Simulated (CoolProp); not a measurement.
Computed with CoolProp (reference Helmholtz-energy equation of state, Gedanitz 2015).

Problem. For cyclopentane, give the phase and the cp (kJ/(kg K)), speed of sound (m/s), conductivity (mW/(m K)) at 262.4 K and 0.0128 MPa; 236.1 K and 4.57 MPa; 518.6 K and 0.116 MPa.

Solution. 
- 262.4 K and 0.0128 MPa: liquid; cp 1.65, speed of sound 1400, conductivity 140
- 236.1 K and 4.57 MPa: liquid; cp 1.55, speed of sound 1560, conductivity 153
- 518.6 K and 0.116 MPa: gas; cp 2.24, speed of sound 253, conductivity 38.3

Thermal conductivity comes from a separate model (Vassiliou 2015).
